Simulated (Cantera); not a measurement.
A Cantera script and its output.

```python
import numpy as np
import cantera as ct

gas = ct.Solution("gri30.yaml")
gas.TPX = 1800, 25000, {'CH4': 1, 'H2': 0.073, 'O2': 2.04, 'N2': 24.4, 'H2O': 5.9}
reactor = ct.IdealGasConstPressureReactor(gas, energy="on", clone=False)
net = ct.ReactorNet([reactor])
net.rtol, net.atol = 1e-08, 1e-16
show = ['CH4', 'H2', 'O2', 'C2H4', 'N2O', 'C2H']
times = np.geomspace(1e-05, 0.4, 15)

steps = ct.SolutionArray(gas, extra=["t"])
rows = []
print(f"{'t/s':>10s}{'T/K':>9s}{'P/Pa':>11s}" + "".join(f"{s:>11s}" for s in show))
for t in times:
    while net.time < t:
        t_next = net.step()
        steps.append(gas.state, t=t_next)
    rows.append([np.interp(t, steps.t, y) for y in (steps.T, steps.P, *steps(*show).X.T)])
    print(f"{t:10.3e}{rows[-1][0]:9.1f}{rows[-1][1]:11.4g}" + "".join(f"{x:11.3e}" for x in rows[-1][2:]))
rate = np.gradient(steps.T, steps.t)
print("integrator steps:", len(steps.t))
if steps.T.max() > steps.T[0] + 200:
    print(f"time of steepest temperature rise: {steps.t[rate.argmax()]:.4e} s")
gas.TPX = 1800, 25000, {'CH4': 1, 'H2': 0.073, 'O2': 2.04, 'N2': 24.4, 'H2O': 5.9}
gas.equilibrate("HP")
print(f"equilibrium (HP): T = {gas.T:.1f} K  " + "  ".join(f"{s} {gas[s].X[0]:.3e}" for s in show))
```

It prints:

```
       t/s      T/K       P/Pa        CH4         H2         O2       C2H4        N2O        C2H
 1.000e-05   1799.9    2.5e+04  2.992e-02  2.188e-03  6.105e-02  3.228e-10  8.755e-12  2.696e-19
 2.132e-05   1799.9    2.5e+04  2.990e-02  2.193e-03  6.105e-02  5.588e-09  2.593e-11  1.642e-17
 4.544e-05   1799.7    2.5e+04  2.985e-02  2.203e-03  6.104e-02  7.918e-08  7.383e-11  8.389e-16
 9.686e-05   1799.4    2.5e+04  2.974e-02  2.227e-03  6.101e-02  1.013e-06  1.925e-10  4.440e-14
 2.065e-04   1798.9    2.5e+04  2.937e-02  2.310e-03  6.088e-02  1.340e-05  5.010e-10  3.241e-12
 4.401e-04   1800.5    2.5e+04  2.700e-02  3.250e-03  5.975e-02  2.453e-04  2.037e-09  8.148e-10
 9.382e-04   2029.6    2.5e+04  1.065e-16  2.167e-02  1.496e-02  1.055e-25  2.444e-08  2.938e-23
 2.000e-03   2097.0    2.5e+04  2.497e-17  1.941e-02  1.259e-02  5.922e-27  2.706e-08  2.597e-24
 4.263e-03   2168.9    2.5e+04  1.565e-17  1.569e-02  1.019e-02  3.004e-27  3.404e-08  2.506e-24
 9.088e-03   2228.4    2.5e+04  1.235e-17  1.223e-02  7.993e-03  1.727e-27  4.494e-08  2.230e-24
 1.937e-02   2260.6    2.5e+04  1.185e-17  1.022e-02  6.684e-03  1.223e-27  5.356e-08  1.905e-24
 4.130e-02   2267.7    2.5e+04  1.197e-17  9.756e-03  6.314e-03  1.133e-27  5.573e-08  1.819e-24
 8.803e-02   2267.1    2.5e+04  1.223e-17  9.781e-03  6.179e-03  1.163e-27  5.593e-08  1.836e-24
 1.876e-01   2265.6    2.5e+04  1.271e-17  9.858e-03  5.973e-03  1.223e-27  5.687e-08  1.873e-24
 4.000e-01   2263.8    2.5e+04  1.328e-17  9.950e-03  5.742e-03  1.295e-27  5.905e-08  1.914e-24
integrator steps: 1537
time of steepest temperature rise: 7.4797e-04 s
equilibrium (HP): T = 2262.9 K  CH4 1.741e-17  H2 9.999e-03  O2 5.623e-03  C2H4 1.510e-27  N2O 6.063e-08  C2H 2.162e-24
```

Model: GRI-Mech 3.0 (53 species, 325 reactions), integrated in Cantera.
